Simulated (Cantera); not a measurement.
## Hydrocarbon pyrolysis for carbon deposition

An isothermal, constant-pressure homogeneous reactor starts with C₂H₆ : N₂ : H₂O = 1 : 31 : 0.39 (molar parts), at 1175 K and 3500 Pa.

Cantera simulation using GRI-Mech 3.0 (53 species, 325 reactions); the numbers are that mechanism's predictions, not measurements. GRI-Mech 3.0 stops at C3 and has no aromatics, soot or wall deposition, so with more carbon than oxygen in the feed, carbon stays in small species such as C2H2 where larger ones or solid carbon would form. Radical loss at walls, strong at low pressure, is not modelled.

```csv
t (s),x C₂H₆,x C₂H,x H,x C₂H₄,x C₂H₂,x HCN,x CH₄
0.000400,0.0309,<1e-12,1.01e-8,5.44e-8,<1e-12,<1e-12,9.35e-8
0.00206,0.0309,<1e-12,2.63e-7,6.69e-6,1.10e-10,<1e-12,2.26e-6
0.0106,0.0304,<1e-12,2.18e-6,0.000420,4.39e-7,4.60e-12,4.46e-5
0.0548,0.0256,3.47e-12,3.29e-6,0.00463,6.34e-5,1.20e-10,0.000560
0.283,0.00833,5.33e-11,4.72e-6,0.0184,0.00182,3.56e-10,0.00309
1.46,0.000148,5.91e-11,1.54e-6,0.0177,0.00963,4.50e-10,0.00457
7.52,5.01e-6,1.73e-11,3.29e-7,0.0122,0.0150,4.49e-10,0.00459
38.8,1.65e-6,1.56e-11,2.39e-7,0.00567,0.0214,4.47e-10,0.00458
200,3.68e-7,1.22e-11,1.69e-7,0.00102,0.0259,4.45e-10,0.00458
```
x: mole fraction; the columns are a selection and need not sum to one.

Equilibrium at this temperature and pressure: C₂H₆ 1.53e-7, C₂H 2.58e-12, H 1.72e-7, C₂H₄ 0.000310, C₂H₂ 0.00723, HCN 0.0274, CH₄ 0.00399 (gas phase only).
